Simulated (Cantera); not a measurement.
A Cantera script and what it prints.

```python
import numpy as np
import cantera as ct

gas_names = """
    CL CLO CL2 H HCL HOCL HO2 H2 H2O H2O2 O OH O2 O3 Si SiCL SiCL2 SiCL3 SiCL4 SiH SiHCL3 SiH2 SiH2CL2
    SiH3 SiH3CL SiH4 SiO SiO2 Si2 Si3
""".split()
cond_names = """
    H2O(s) H2O(L) Si(cr) Si(L) SiO2(Lqz) SiO2(hqz) SiO2(L)
""".split()


# ... load() reads the species with a 1 bar reference pressure and builds the phases ...
atoms = {
    'SiH2Cl2': {'Si': 1, 'H': 2, 'CL': 2},
    'O3': {'O': 3},
    'H2': {'H': 2},
}
top_T = {}  # K; cautious upper limits of use, not melting points


# ... equilibrate(T, P, feed) seeds the gas with the atoms and calls Mixture.equilibrate('TP', solver="vcs", rtol=1e-11, max_steps=5000) ...
results = []
feed = {'SiH2Cl2': 1, 'O3': 7.1, 'H2': 0.44}  # mol
T = 1448  # K
P = 100000  # Pa
mix = equilibrate(T, P, feed)
results.append((T, P, feed, dict(zip(mix.species_names, mix.species_moles))))
x = sorted(zip(gas.X, gas.species_names), reverse=True)
print(f"T = {T:g} K  P = {P:g} Pa  gas = {mix.phase_moles(0):.4g} mol")
print("   x: " + "  ".join(f"{s} {v:.3e}" for v, s in x if v > 1e-06))
print("   condensed (mol): " + ("  ".join(f"{mix.phase(i).name} {mix.phase_moles(i):.4g}"
      for i in range(1, mix.n_phases) if mix.phase_moles(i) > 1e-12) or "none"))
```

Output:

```
T = 1448 K  P = 100000 Pa  gas = 11.81 mol
   x: O2 7.910e-01  HCL 1.399e-01  H2O 5.196e-02  CL2 1.241e-02  CL 4.529e-03  CLO 1.061e-04  OH 4.915e-05  HOCL 3.757e-05  O 1.735e-06
   condensed (mol): SiO2(hqz) 1
```

These are equilibrium values from Cantera (NASA tables, ideal gas, pure condensed phases), not measurements of a reactor. The tables hold silica as quartz up to 1696 K and as liquid above; real silica turns to tridymite and cristobalite and melts near 1996 K. Gases not in the tables: Si(OH)4.
